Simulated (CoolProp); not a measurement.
Oxygen along the isobar 18000 kPa: Z from the reference equation and from simpler models built on Tc = -118.6 °C, pc = 5046 kPa, ω = 0.022; each cubic takes its own stable root.

Model: reference Helmholtz-energy equation of state, Schmidt 1985, in CoolProp. Above 300 K oxygen's equation is extrapolated.

```json
[
 {"T (°C)": "-206.05", "phase": "liquid", "reference": "0.8108"},
 {"T (°C)": "-157.35", "phase": "liquid", "reference": "0.5629"},
 {"T (°C)": "-108.65", "phase": "supercritical", "reference": "0.5310"},
 {"T (°C)": "-59.95", "phase": "supercritical", "reference": "0.7069"},
 {"T (°C)": "-11.35", "phase": "supercritical", "reference": "0.8769"},
 {"T (°C)": "37.35", "phase": "supercritical", "reference": "0.9594"},
 {"T (°C)": "86.05", "phase": "supercritical", "reference": "1.002"},
 {"T (°C)": "134.75", "phase": "supercritical", "reference": "1.025"}
]
```

### Question
How far does each simpler model (van der Waals, Soave-Redlich-Kwong, Peng-Robinson) lie from the reference over these 8 states: mean and median of the absolute difference, and the worst?

### Answer
- van der Waals: mean 16.2 %, median 5.0 %, worst +44.9 % at -206.05 °C and 18000 kPa
- Soave-Redlich-Kwong: mean 2.3 %, median 2.0 %, worst +5.3 % at -59.95 °C and 18000 kPa
- Peng-Robinson: mean 4.6 %, median 2.1 %, worst -11.0 % at -157.35 °C and 18000 kPa
